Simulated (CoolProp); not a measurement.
Vapour-liquid equilibrium of benzene (1) + n-octane (2) at 441 kPa; x and y are mole fractions of (1).

Values from CoolProp's multi-fluid Helmholtz-energy mixture model, Thol 2012 and Beckmüller 2019; pair parameters Bell 2016.

```tsv
x	bubble temperature, mixture model (°C)	bubble temperature, Raoult's law (°C)	y, mixture model	y, Raoult's law
0.05	184.1	184.3	0.116	0.125
0.125	(withheld)	178.6	0.270	0.284
0.2	172.0	173.3	0.400	0.414
0.275	166.8	168.5	0.507	0.521
0.35	162.1	164.1	0.596	0.610
0.425	157.9	160.1	0.669	0.686
0.5	154.2	156.3	0.730	0.749
0.575	150.9	152.8	(withheld)	0.804
0.65	147.9	149.5	(withheld)	0.851
0.725	145.2	146.5	0.869	0.891
0.8	142.7	143.6	0.907	0.926
0.875	(withheld)	141.0	0.942	0.957
0.95	138.2	138.4	0.977	0.984
```

Q: What belongs in the gaps?

A: 
- 0.125, bubble temperature, mixture model (°C): 177.8
- 0.575, y, mixture model: 0.782
- 0.65, y, mixture model: 0.828
- 0.875, bubble temperature, mixture model (°C): 140.4

The largest gap from Raoult's law is -2.2 K in bubble temperature, at x = 0.425. No azeotrope shows between x = 0.05 and 0.95.

The pair parameters rest on a limited set of measurements; away from them the model extrapolates.
